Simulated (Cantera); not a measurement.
Feed: 1 mol Si, 1.2 mol O₂, 2.6 mol H₂, held at 0.0133 bar.

These are equilibrium values from Cantera (NASA tables, ideal gas, pure condensed phases), not measurements of a reactor. Candidate condensed phases: H₂O, Si, SiO₂; 18 gas species. The tables hold silica as quartz up to 1696 K and as liquid above; real silica turns to tridymite and cristobalite and melts near 1996 K. The numbers say what is thermodynamically allowed, not how fast it happens.

Over these rows the condensed part is SiO₂(condensed). Partial pressures as log10 of bar:

```
T (K)  1000/T (1/K)  log p SiO  log p H₂  log p H₂O
-----  ------------  ---------  --------  ---------
1723         0.5804      -5.60     -1.95      -2.69
1773         0.5640      -5.15     -1.95      -2.69
1823         0.5485      -4.73     -1.95      -2.69
1873         0.5339      -4.34     -1.95      -2.68
1923         0.5200      -3.97     -1.96      -2.67
1973         0.5068          ?     -1.97      -2.65
```

Problem. Fit log p(SiO) = a + b·(1000/T) to the five rows, give the apparent enthalpy, and predict the row at 1973 K.

Solution. Means: 1000/T = 0.5494, log p = -4.758. Sxy = -0.061497, Sxx = 0.0022796, so b = -26.98 and a = -4.758 − (-26.98)×0.5494 = 10.06.
Apparent enthalpy: −19.145 × (-26.98) = 517 kJ/mol. With the condensed phases at unit activity, SiO₂(condensed) + H₂(g) = SiO(g) + H₂O(g) links this pressure to the main gases: over the six rows their terms move log p by -0.06 in all, so the slope is close to that reaction's ΔH°. The five rows lie within 0.01 of the line.
Prediction at 1973 K: 10.06 + (-26.98)×0.5068 = -3.61. The computed value is -3.65, 0.04 from the line.
